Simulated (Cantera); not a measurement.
Charge: 1 mol Si2Cl6, 770 mol H2, 0.0043 mol Cl2, held at 0.100 bar.

Method: chemical equilibrium by Gibbs-energy minimisation in Cantera with the NASA 1993 tables (ideal gas, pure condensed phases). Candidate condensed phases: Si; 19 gas species. The feed counts by its element totals alone. The tables' values for SiCl3 are old estimates; treat these amounts as uncertain. Gases not in the tables: Si2H6 and higher silanes. Kinetics and transport are ignored.

x: gas mole fraction; n: condensed amount in mol.

```json
[
 {"T (°C)": "900", "x H2": "0.992", "x HCl": "0.00734", "x H": "3.71e-7", "x SiCl2": "0.000124", "x SiHCl3": "2.97e-5", "x SiH2": "6.76e-9", "n Si(s)": "1.86", "n Si(l)": "0"},
 {"T (°C)": "950", "x H2": "0.992", "x HCl": "0.00742", "x H": "9.47e-7", "x SiCl2": "0.000135", "x SiHCl3": "1.26e-5", "x SiH2": "1.86e-8", "n Si(s)": "1.87", "n Si(l)": "0"},
 {"T (°C)": "1000", "x H2": "0.992", "x HCl": "0.00744", "x H": "2.25e-6", "x SiCl2": "0.000144", "x SiHCl3": "5.58e-6", "x SiH2": "4.73e-8", "n Si(s)": "1.88", "n Si(l)": "0"},
 {"T (°C)": "1050", "x H2": "0.992", "x HCl": "0.00744", "x H": "5.00e-6", "x SiCl2": "0.000153", "x SiHCl3": "2.62e-6", "x SiH2": "1.12e-7", "n Si(s)": "1.87", "n Si(l)": "0"},
 {"T (°C)": "1100", "x H2": "0.992", "x HCl": "0.00744", "x H": "1.05e-5", "x SiCl2": "0.000160", "x SiHCl3": "1.30e-6", "x SiH2": "2.49e-7", "n Si(s)": "1.87", "n Si(l)": "0"},
 {"T (°C)": "1150", "x H2": "0.992", "x HCl": "0.00743", "x H": "2.09e-5", "x SiCl2": "0.000168", "x SiHCl3": "6.76e-7", "x SiH2": "5.22e-7", "n Si(s)": "1.87", "n Si(l)": "0"},
 {"T (°C)": "1200", "x H2": "0.992", "x HCl": "0.00742", "x H": "…", "x SiCl2": "0.000174", "x SiHCl3": "…", "x SiH2": "…", "n Si(s)": "1.86", "n Si(l)": "0"},
 {"T (°C)": "1250", "x H2": "0.992", "x HCl": "0.00741", "x H": "7.28e-5", "x SiCl2": "0.000181", "x SiHCl3": "2.08e-7", "x SiH2": "1.99e-6", "n Si(s)": "1.86", "n Si(l)": "0"},
 {"T (°C)": "1300", "x H2": "0.992", "x HCl": "0.00739", "x H": "0.000128", "x SiCl2": "0.000187", "x SiHCl3": "1.22e-7", "x SiH2": "3.64e-6", "n Si(s)": "1.85", "n Si(l)": "0"},
 {"T (°C)": "1350", "x H2": "0.992", "x HCl": "0.00738", "x H": "0.000218", "x SiCl2": "0.000192", "x SiHCl3": "7.41e-8", "x SiH2": "6.42e-6", "n Si(s)": "1.84", "n Si(l)": "0"},
 {"T (°C)": "1400", "x H2": "0.992", "x HCl": "0.00737", "x H": "0.000359", "x SiCl2": "0.000197", "x SiHCl3": "4.63e-8", "x SiH2": "1.09e-5", "n Si(s)": "1.83", "n Si(l)": "0"},
 {"T (°C)": "1450", "x H2": "0.992", "x HCl": "0.00738", "x H": "…", "x SiCl2": "0.000190", "x SiHCl3": "…", "x SiH2": "…", "n Si(s)": "0", "n Si(l)": "1.83"},
 {"T (°C)": "1500", "x H2": "0.991", "x HCl": "0.00740", "x H": "0.000896", "x SiCl2": "0.000178", "x SiHCl3": "1.70e-8", "x SiH2": "2.45e-5", "n Si(s)": "0", "n Si(l)": "1.82"}
]
```

### Question
Complete the blanks.

### Answer

- 1200, x H: 3.99e-5
- 1200, x SiHCl3: 3.67e-7
- 1200, x SiH2: 1.04e-6
- 1450, x H: 0.000574
- 1450, x SiHCl3: 2.81e-8
- 1450, x SiH2: 1.68e-5
